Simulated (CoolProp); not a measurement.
Vapour-liquid equilibrium of acetone (1) + toluene (2) at 0.294 MPa; x and y are mole fractions of (1).

The numbers come from the multi-fluid Helmholtz-energy mixture model, Lemmon 2006 and Lemmon 2006; pair parameters Bell 2016 in CoolProp.

Give the bubble temperature and the first vapour's composition at x = 0.05, 0.8, 0.95. Is there an azeotrope?

x = 0.05: 417.0 K, y = 0.212; x = 0.8: 370.0 K, y = 0.931; x = 0.95: 365.6 K, y = 0.983. No azeotrope shows between x = 0.05 and 0.95.

The pair parameters rest on a limited set of measurements; away from them the model extrapolates.
